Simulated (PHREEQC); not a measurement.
A solution holds 0.032 mol/kgw HF, 0.0011 mol/kgw H2SiF6 and 0.17 mol/kgw HNO3, at 60 °C. Closed to the air; pH follows from the charge balance.

Model: ion-association model, phreeqc.dat, run in PHREEQC.

| quantity | before | after |
|---|---|---|
| pH | 0.86 | 0.70 |
| HF (mol/kgw) | 0.0320 | 0.0322 |
| F- (mol/kgw) | 0.000118 | 8.69e-5 |
| HF2- (mol/kgw) | 1.65e-5 | 1.21e-5 |
| SI of Quartz (SiO2) | -0.98 | -0.79 |

Q: Name the change that produced these shifts.
(A) 0.0076 mol/kgw H2SO4 added
(B) diluted 10-fold with water
(C) diluted 100-fold with water
(D) HNO3 from 0.17 to 0.255 mol/kgw
(E) HF left out

A: D, HNO3 from 0.17 to 0.255 mol/kgw

This is a speciation only: nothing precipitates in the calculation. Away from 25 °C the constants follow the database's enthalpies or fits; those with neither stay at their 25 °C values. SiF6-2 is the database's only silicon fluoride.
